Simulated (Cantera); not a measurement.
**Adiabatic ignition**

An adiabatic, constant-pressure homogeneous reactor starts with H2 : O2 : N2 = 1 : 0.357 : 1.34 (molar parts), equivalence ratio 1.4, at 1550 K and 25.0 bar.

Computed with Cantera and GRI-Mech 3.0 (53 species, 325 reactions). The hydrogen kinetics of GRI-Mech 3.0 are dated; newer H2 mechanisms differ, most at raised pressure. The pressure lies above the range GRI-Mech 3.0 was tuned for (to about 10 atm). Above 3000 K some thermodynamic fits are extrapolated.

| t (s) | T (K) | x H2 | x O2 | x N2O | x O | x NO | x H2O |
|---|---|---|---|---|---|---|---|
| 5.00e-6 | 3154 | 0.123 | 0.00113 | 6.41e-7 | 0.00127 | 0.000692 | 0.280 |
| 1.35e-5 | 3150 | 0.124 | 0.00109 | 6.69e-7 | 0.00123 | 0.00163 | 0.280 |
| 3.64e-5 | 3144 | 0.125 | 0.00103 | 7.57e-7 | 0.00117 | 0.00290 | 0.279 |
| 9.81e-5 | 3142 | 0.125 | 0.00101 | 7.96e-7 | 0.00116 | 0.00330 | 0.279 |
| 0.000265 | 3142 | 0.125 | 0.00101 | 7.96e-7 | 0.00116 | 0.00331 | 0.279 |
| 0.000714 | 3142 | 0.125 | 0.00101 | 7.96e-7 | 0.00116 | 0.00331 | 0.279 |
| 0.00193 | 3142 | 0.125 | 0.00101 | 7.96e-7 | 0.00116 | 0.00331 | 0.279 |
| 0.00519 | 3142 | 0.125 | 0.00101 | 7.96e-7 | 0.00116 | 0.00331 | 0.279 |
| 0.0140 | 3142 | 0.125 | 0.00101 | 7.96e-7 | 0.00116 | 0.00331 | 0.279 |
| 0.0378 | 3142 | 0.125 | 0.00101 | 7.96e-7 | 0.00116 | 0.00331 | 0.279 |
| 0.102 | 3142 | 0.125 | 0.00101 | 7.96e-7 | 0.00116 | 0.00331 | 0.279 |
| 0.275 | 3142 | 0.125 | 0.00101 | 7.96e-7 | 0.00116 | 0.00331 | 0.279 |
| 0.741 | 3142 | 0.125 | 0.00101 | 7.96e-7 | 0.00116 | 0.00331 | 0.279 |
| 2.00 | 3142 | 0.125 | 0.00101 | 7.96e-7 | 0.00116 | 0.00331 | 0.279 |
x: mole fraction; the columns are a selection and need not sum to one.

```yaml
time_of_steepest_temperature_rise: 0.627 µs
temperature at 2.00 s: 3142 K
equilibrium_temperature: 3142 K
x(H2) at 2.00 s: 0.125 (gas-phase equilibrium 0.125)
x(O2) at 2.00 s: 0.00101 (gas-phase equilibrium 0.00101)
x(N2O) at 2.00 s: 7.96e-7 (gas-phase equilibrium 7.96e-7)
```
